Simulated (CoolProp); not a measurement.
Properties of sulfur hexafluoride along the isobar 0.536 MPa.

Values from CoolProp's reference Helmholtz-energy equation of state, Guder 2009.

```tsv
T (K)	phase	Prandtl number	fugacity coefficient
257	gas	?	0.9041
272.7	gas	0.830	?
288.3	gas	0.811	0.9341
304	gas	?	0.9446
319.7	gas	0.789	0.9530
335.3	gas	0.782	0.9599
351	gas	0.776	0.9657
366.6	gas	?	?
382.3	gas	?	?
397.9	gas	0.764	0.9780
413.6	gas	?	0.9809
429.2	gas	0.759	0.9834
444.9	gas	0.757	0.9856
460.5	gas	0.755	0.9875
```

**Question.** Complete the blanks.

**Answer.** 
- 257, Prandtl number: 0.862
- 272.7, fugacity coefficient: 0.9210
- 304, Prandtl number: 0.798
- 366.6, Prandtl number: 0.771
- 366.6, fugacity coefficient: 0.9705
- 382.3, Prandtl number: 0.767
- 382.3, fugacity coefficient: 0.9745
- 413.6, Prandtl number: 0.761

Viscosity comes from a separate model (Quiñones-Cisneros 2012). Thermal conductivity comes from a separate model (Assael 2012).
